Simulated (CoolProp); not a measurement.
A simple Rankine cycle with water: condensing at 299.15 K, boiler at 2.69 MPa, turbine inlet 503.1 K, turbine efficiency 0.75, pump efficiency 0.6, no recuperator. Each further row changes one setting.

Model: reference Helmholtz-energy equation of state, Wagner 2002, in CoolProp.

| case | thermal efficiency (%) | net work (kJ/kg) | heat in (kJ/kg) | turbine exit temperature (K) | volume ratio over the turbine |
|---|---|---|---|---|---|
| as stated | 26.2 | 706 | 2700 | 299.2 | 446 |
| turbine inlet 523.1 K | 26.3 | 725 | 2760 | 299.2 | 426 |
| condensing temperature 291.15 K | 27.2 | 742 | 2730 | 291.1 | 702 |
| boiler pressure 1.88 MPa | 25.1 | 689 | 2740 | 299.2 | 306 |
| turbine efficiency 0.65 | 22.7 | 611 | 2700 | 299.2 | 467 |

The expansion ends wet for: as stated; turbine inlet 523.1 K; condensing temperature 291.15 K; boiler pressure 1.88 MPa; turbine efficiency 0.65.
